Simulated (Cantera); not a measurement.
Input: 1 mol c-C4F8, 0.087 mol HCl, 18 mol H2, equilibrated at 0.128 Torr.

Cantera equilibrium calculation (NASA polynomials, part measured and part estimated; ideal gas, pure solids and liquids). Candidate condensed phases: C, C6H6, C7H8, C8H18; 118 gas species. The feed counts by its element totals alone. Equilibrium is a limit: real reactors are often held back by kinetics, nucleation or transport.

Over these rows the condensed part is C(graphite). Partial pressures as log10 of bar:

| T (K) | 1000/T (1/K) | log p C2H2 (acetylene) | log p H2 | log p HF | log p H |
|---|---|---|---|---|---|
| 1623 | 0.6161 | -8.43 | -3.97 | -4.21 | -6.15 |
| 1773 | 0.5640 | -7.83 | -3.98 | -4.21 | -5.53 |
| 1923 | 0.5200 | -7.35 | -4.00 | -4.22 | -5.03 |
| 2073 | 0.4824 | -6.97 | -4.06 | -4.24 | -4.61 |
| 2223 | 0.4498 | ? | -4.19 | -4.28 | -4.29 |
| 2373 | 0.4214 | -6.64 | -4.43 | -4.34 | -4.07 |

Problem. Fit log p(C2H2 (acetylene)) = a + b·(1000/T) to the five rows, give the apparent enthalpy, and predict the row at 2223 K.

Solution. Means: 1000/T = 0.5208, log p = -7.444. Sxy = -0.208835, Sxx = 0.0223039, so b = -9.36 and a = -7.444 − (-9.36)×0.5208 = -2.57.
Apparent enthalpy: −19.145 × (-9.36) = 179 kJ/mol. With the condensed phases at unit activity, 2 C(graphite) + H2(g) = C2H2 (acetylene)(g) links this pressure to the main gases: over the six rows their terms move log p by -0.46 in all, so the slope isn't that reaction's ΔH° alone. The five rows lie within 0.13 of the line; that is curvature, so one enthalpy describes this range poorly.
Prediction at 2223 K: -2.57 + (-9.36)×0.4498 = -6.78. The computed value is -6.72, 0.06 from the line.
